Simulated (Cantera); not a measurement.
An isothermal, constant-pressure homogeneous reactor starts with 7.14 % NH3, 92.9 % N2, at 2323 K and 1.01 bar.

Cantera simulation using the gas-phase N/H chemistry of the illustrative SiF4/NH3 mechanism in the Surface Chemkin manual (1991); the numbers are that mechanism's predictions, not measurements. Walls and surfaces, which speed up NH3 decomposition in real reactors, are not modelled.

x: mole fraction; the columns are a selection and need not sum to one.

```csv
t (s),x NH3,x N2,x N2H4,x NH,x NH2,x N2H2
2.00e-6,0.0714,0.929,1.62e-10,5.17e-8,5.74e-5,8.91e-10
7.23e-6,0.0712,0.928,2.39e-9,8.99e-7,0.000219,1.81e-8
2.62e-5,0.0706,0.928,[?],[?],[?],[?]
9.46e-5,0.0683,0.927,9.13e-8,2.80e-5,0.00135,1.50e-6
0.000342,0.0606,0.924,5.05e-8,3.77e-5,0.00101,1.27e-6
0.00124,0.0397,0.916,1.82e-8,4.01e-5,0.000605,7.22e-7
0.00447,0.00916,0.903,1.93e-9,2.55e-5,0.000197,1.36e-7
0.0162,6.43e-5,0.899,1.27e-12,2.65e-6,5.05e-6,3.27e-10
0.0585,[?],0.898,<1e-12,[?],[?],2.14e-12
0.211,4.68e-7,0.898,<1e-12,3.84e-8,5.18e-8,1.56e-12
0.765,3.76e-7,0.898,<1e-12,3.08e-8,4.16e-8,1.55e-12
2.77,3.75e-7,0.898,<1e-12,3.08e-8,4.16e-8,1.55e-12
10.0,3.75e-7,0.898,<1e-12,3.08e-8,4.16e-8,1.55e-12
```

Q: Complete the blanks.

A: 
- 2.62e-5, x N2H4: 2.79e-8
- 2.62e-5, x NH: 9.38e-6
- 2.62e-5, x NH2: 0.000748
- 2.62e-5, x N2H2: 3.38e-7
- 0.0585, x NH3: 1.71e-6
- 0.0585, x NH: 1.40e-7
- 0.0585, x NH2: 1.89e-7
